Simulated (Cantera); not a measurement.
Input (Python, Cantera):

```python
import numpy as np
import cantera as ct

gas = ct.Solution("gri30.yaml")
gas.TPX = 2075, 15000, {'CH4': 1, 'CO2': 4.6, 'H2': 0.45}
reactor = ct.IdealGasConstPressureReactor(gas, energy="off", clone=False)
net = ct.ReactorNet([reactor])
net.rtol, net.atol = 1e-08, 1e-18
show = ['CH4', 'CO2', 'H2', 'HO2', 'CH2O', 'CH3', 'CO']
times = np.geomspace(0.0002, 10, 14)

steps = ct.SolutionArray(gas, extra=["t"])
rows = []
print(f"{'t/s':>10s}{'T/K':>9s}{'P/Pa':>11s}" + "".join(f"{s:>11s}" for s in show))
for t in times:
    while net.time < t:
        t_next = net.step()
        steps.append(gas.state, t=t_next)
    rows.append([np.interp(t, steps.t, y) for y in (steps.T, steps.P, *steps(*show).X.T)])
    print(f"{t:10.3e}{rows[-1][0]:9.1f}{rows[-1][1]:11.4g}" + "".join(f"{x:11.3e}" for x in rows[-1][2:]))
rate = np.gradient(steps.T, steps.t)
print("integrator steps:", len(steps.t))
if steps.T.max() > steps.T[0] + 200:
    print(f"time of steepest temperature rise: {steps.t[rate.argmax()]:.4e} s")
gas.TPX = 2075, 15000, {'CH4': 1, 'CO2': 4.6, 'H2': 0.45}
gas.equilibrate("TP")
print(f"equilibrium (TP): T = {gas.T:.1f} K  " + "  ".join(f"{s} {gas[s].X[0]:.3e}" for s in show))
```

Output:

```
       t/s      T/K       P/Pa        CH4        CO2         H2        HO2       CH2O        CH3         CO
 2.000e-04   2075.0    1.5e+04  1.271e-01  7.291e-01  9.632e-02  2.404e-10  4.181e-04  1.032e-02  1.423e-02
 4.597e-04   2075.0    1.5e+04  7.655e-02  6.556e-01  1.324e-01  3.866e-10  3.270e-04  7.534e-03  5.470e-02
 1.057e-03   2075.0    1.5e+04  3.423e-02  5.458e-01  1.273e-01  5.409e-10  1.938e-04  3.864e-03  1.359e-01
 2.429e-03   2075.0    1.5e+04  9.749e-03  4.213e-01  7.841e-02  7.075e-10  1.253e-04  1.528e-03  2.478e-01
 5.583e-03   2075.0    1.5e+04  2.507e-03  3.332e-01  5.681e-02  8.977e-10  7.378e-05  5.982e-04  3.402e-01
 1.283e-02   2075.0    1.5e+04  1.600e-03  2.739e-01  7.251e-02  6.559e-10  3.141e-05  3.526e-04  4.124e-01
 2.950e-02   2075.0    1.5e+04  3.793e-04  2.368e-01  8.659e-02  5.327e-10  5.060e-06  7.669e-05  4.575e-01
 6.780e-02   2075.0    1.5e+04  8.831e-08  2.317e-01  8.852e-02  1.032e-09  4.403e-09  2.706e-08  4.633e-01
 1.558e-01   2075.0    1.5e+04  9.739e-13  2.317e-01  8.835e-02  1.876e-09  2.488e-09  4.309e-13  4.630e-01
 3.582e-01   2075.0    1.5e+04  9.311e-13  2.317e-01  8.833e-02  1.962e-09  2.483e-09  4.225e-13  4.630e-01
 8.234e-01   2075.0    1.5e+04  9.310e-13  2.317e-01  8.833e-02  1.962e-09  2.483e-09  4.224e-13  4.630e-01
 1.893e+00   2075.0    1.5e+04  9.310e-13  2.317e-01  8.833e-02  1.962e-09  2.483e-09  4.224e-13  4.630e-01
 4.351e+00   2075.0    1.5e+04  9.310e-13  2.317e-01  8.833e-02  1.962e-09  2.483e-09  4.224e-13  4.630e-01
 1.000e+01   2075.0    1.5e+04  9.310e-13  2.317e-01  8.833e-02  1.962e-09  2.483e-09  4.224e-13  4.630e-01
integrator steps: 1796
equilibrium (TP): T = 2075.0 K  CH4 1.016e-12  CO2 2.317e-01  H2 8.833e-02  HO2 1.962e-09  CH2O 2.483e-09  CH3 4.608e-13  CO 4.630e-01
```

Detailed kinetics in Cantera: GRI-Mech 3.0 (53 species, 325 reactions).
